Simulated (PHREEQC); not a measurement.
1 kg of water holding 0.0059 mol NaHCO3, 0.015 mol NaCl and 0.58 mol Na2CO3 is evaporated at 25 °C; the solids stay in contact with the brine. The system is closed to CO2. The run lets Halite, Nahcolite, Natron, Trona precipitate or redissolve, and no other solid.

The series has 12 steps of water left (kg), from 1 to 0.02153.

All values are PHREEQC results (Pitzer model, pitzer.dat), not measurements.

Q: Which solids form, in which order, and at which step of the series does each first stand?

A: Natron from water left = 0.2037 kg (pH 11.41).

Species that the database lacks are ignored.
